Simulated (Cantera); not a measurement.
# Adiabatic ignition

An adiabatic, constant-pressure homogeneous reactor starts with 8.23 % CH4, 0.461 % H2, 19.2 % O2, 72.1 % N2, at 1523 K and 825 Torr.

Computed with Cantera and GRI-Mech 3.0 (53 species, 325 reactions).

| t (s) | T (K) | x CH4 | x H2 | x O2 | x C2H6 | x HCO | x CH2CO | x CH2O |
|---|---|---|---|---|---|---|---|---|
| 1.00e-6 | 1523 | 0.0823 | 0.00461 | 0.192 | <1e-12 | <1e-12 | <1e-12 | 5.54e-10 |
| 2.77e-6 | 1523 | 0.0823 | 0.00461 | 0.192 | 5.01e-12 | <1e-12 | <1e-12 | 5.18e-9 |
| 7.65e-6 | 1523 | 0.0823 | 0.00461 | 0.192 | 1.34e-10 | <1e-12 | <1e-12 | 4.62e-8 |
| 2.11e-5 | 1523 | 0.0823 | 0.00461 | 0.192 | 3.69e-9 | 6.10e-12 | <1e-12 | 4.19e-7 |
| 5.85e-5 | 1523 | 0.0823 | 0.00461 | 0.192 | 1.39e-7 | 8.54e-11 | 2.18e-12 | 4.53e-6 |
| 0.000162 | 1523 | 0.0821 | 0.00461 | 0.192 | 1.03e-5 | 3.07e-9 | 2.18e-9 | 6.80e-5 |
| 0.000447 | 1539 | 0.0780 | 0.00521 | 0.189 | 0.000627 | 2.99e-7 | 4.92e-6 | 0.00118 |
| 0.00124 | 2719 | <1e-12 | 0.0113 | 0.0355 | <1e-12 | 2.04e-8 | <1e-12 | 1.40e-10 |
| 0.00342 | 2712 | <1e-12 | 0.0114 | 0.0328 | <1e-12 | 2.01e-8 | <1e-12 | 1.42e-10 |
| 0.00946 | 2709 | <1e-12 | 0.0114 | 0.0317 | <1e-12 | 2.00e-8 | <1e-12 | 1.43e-10 |
| 0.0262 | 2708 | <1e-12 | 0.0114 | 0.0316 | <1e-12 | 2.00e-8 | <1e-12 | 1.43e-10 |
| 0.0723 | 2708 | <1e-12 | 0.0114 | 0.0316 | <1e-12 | 2.00e-8 | <1e-12 | 1.43e-10 |
| 0.200 | 2708 | <1e-12 | 0.0114 | 0.0316 | <1e-12 | 2.00e-8 | <1e-12 | 1.43e-10 |
x: mole fraction; the columns are a selection and need not sum to one.

```
Property                                                          Result
---------------------------------  -------------------------------------
time of steepest temperature rise                               0.649 ms
temperature at 0.200 s                                            2708 K
equilibrium temperature                                           2708 K
x(CH4) at 0.200 s                  <1e-12 (gas-phase equilibrium <1e-12)
x(H2) at 0.200 s                   0.0114 (gas-phase equilibrium 0.0114)
x(O2) at 0.200 s                   0.0316 (gas-phase equilibrium 0.0316)
```
